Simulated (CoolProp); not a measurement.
R236EA at 298.15 K and 3.16 MPa is throttled through a valve to 0.287 MPa with no heat exchange. Each further row changes one setting.

Model: reference Helmholtz-energy equation of state, Rui 2013, in CoolProp.

```tsv
case	temperature change (K)	final phase	final density (kg/m³)
as stated	+0.6	liquid	1420
outlet pressure 0.0861 MPa	-22.8	two-phase, vapour fraction 0.174	33.7
outlet pressure 0.373 MPa	+0.5	liquid	1430
```
